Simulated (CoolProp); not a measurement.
Chlorine along the isotherm -46.35 °C: Z from the reference equation and from simpler models built on Tc = 143.7 °C, pc = 76.42 bar, ω = 0.070; each cubic takes its own stable root.

Model: reference Helmholtz-energy equation of state, Thol 2021, in CoolProp.

```csv
p (bar),phase,reference
7.16,liquid,0.01684
14.3,liquid,0.03361
21.5,liquid,0.05051
28.7,liquid,0.06737
35.8,liquid,0.08399
43,liquid,0.1008
50.2,liquid,0.1176
57.3,liquid,0.1342
64.5,liquid,0.1509
71.6,liquid,0.1674
78.8,liquid,0.1841
86,liquid,0.2008
93.1,liquid,0.2173
100,liquid,0.2333
107,liquid,0.2494
115,liquid,0.2679
```

How far does each simpler model (Redlich-Kwong, Soave-Redlich-Kwong) lie from the reference over these 16 states: mean and median of the absolute difference, and the worst?


- Redlich-Kwong: mean 7.9 %, median 7.9 %, worst +8.0 % at -46.35 °C and 7.16 bar
- Soave-Redlich-Kwong: mean 8.4 %, median 8.4 %, worst +8.5 % at -46.35 °C and 7.16 bar
